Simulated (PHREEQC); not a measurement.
Consider water at 15 °C with 33 mmol/kgw Fe(NO3)3, 1.3 mmol/kgw HF and 34 mmol/kgw CsF. Closed to the air; pH follows from the charge balance.

The numbers come from PHREEQC with the ion-association model, wateq4f.dat.

This is a speciation only: nothing precipitates in the calculation.

**Question.** Predict the pH.

**Answer.** pH 2.53.

**Question.** In which forms is Fe present?

**Answer.** FeF+2 68 %, FeF2+ 19 %, Fe+3 6.2 %, FeOH+2 3.4 %, Fe2(OH)2+4 2.6 %, Fe3(OH)4+5 0.7 % of the Fe.

Saturation is exceeded, for instance for Hematite (slow to form), Goethite (slow to form); the values hold only as long as no solid forms. Fluoro complexes past AlF4- and FeF3 are missing from the database.
